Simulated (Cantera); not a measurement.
A Cantera script and its output.

```python
import numpy as np
import cantera as ct

gas = ct.Solution("gri30.yaml")
gas.TPX = 1748, 100000, {'CH4': 1, 'H2': 70}
inlet = ct.Reservoir(gas, clone=True)

reactor = ct.IdealGasConstPressureReactor(gas, energy="off", clone=False)
exhaust = ct.Reservoir(gas, clone=True)
tau = [15, 5, 1.6, 0.54, 0.18, 0.06, 0.02, 0.0066, 0.0022, 0.00073, 0.00024][0]
for a, b in ((inlet, reactor), (reactor, exhaust)):
    ct.MassFlowController(a, b, mdot=lambda t: reactor.mass / tau)
net = ct.ReactorNet([reactor])
show = ['CH4', 'H2', 'C2H6', 'C2H2', 'C2H', 'CH3']

rows = []
print(f"{'tau/s':>10s}{'T/K':>9s}" + "".join(f"{s:>11s}" for s in show))
for tau in [15, 5, 1.6, 0.54, 0.18, 0.06, 0.02, 0.0066, 0.0022, 0.00073, 0.00024]:
    net.initial_time = 0.0
    net.advance(30 * tau)
    before = gas.X
    net.advance(40 * tau)
    drift = np.max(np.abs(gas.X - before) / (gas.X + 1e-9))
    rows.append([gas.T, *gas[show].X, drift])
    print(f"{tau:10.3e}{gas.T:9.1f}" + "".join(f"{x:11.3e}" for x in gas[show].X))
```

Result:

```
     tau/s      T/K        CH4         H2       C2H6       C2H2        C2H        CH3
 1.500e+01   1748.0  5.548e-03  9.900e-01  2.373e-07  4.060e-03  6.542e-09  2.594e-05
 5.000e+00   1748.0  5.771e-03  9.899e-01  2.462e-07  3.953e-03  6.366e-09  2.696e-05
 1.600e+00   1748.0  6.380e-03  9.896e-01  2.727e-07  3.661e-03  5.885e-09  2.975e-05
 5.400e-01   1748.0  7.622e-03  9.889e-01  3.371e-07  3.064e-03  4.911e-09  3.544e-05
 1.800e-01   1748.0  9.563e-03  9.880e-01  4.646e-07  2.132e-03  3.403e-09  4.427e-05
 6.000e-02   1748.0  1.159e-02  9.869e-01  6.314e-07  1.159e-03  1.841e-09  5.337e-05
 2.000e-02   1748.0  1.297e-02  9.862e-01  7.608e-07  4.926e-04  7.770e-10  5.934e-05
 6.600e-03   1748.0  1.365e-02  9.859e-01  8.112e-07  1.706e-04  2.647e-10  6.142e-05
 2.200e-03   1748.0  1.390e-02  9.858e-01  7.778e-07  4.876e-05  7.229e-11  5.980e-05
 7.300e-04   1748.0  1.400e-02  9.857e-01  6.249e-07  9.200e-06  1.190e-11  5.259e-05
 2.400e-04   1748.0  1.404e-02  9.858e-01  3.131e-07  6.053e-07  5.316e-13  3.588e-05
```

Detailed kinetics in Cantera: GRI-Mech 3.0 (53 species, 325 reactions). GRI-Mech 3.0 stops at C3 and has no aromatics, soot or wall deposition, so with more carbon than oxygen in the feed, carbon stays in small species such as C2H2 where larger ones or solid carbon would form.
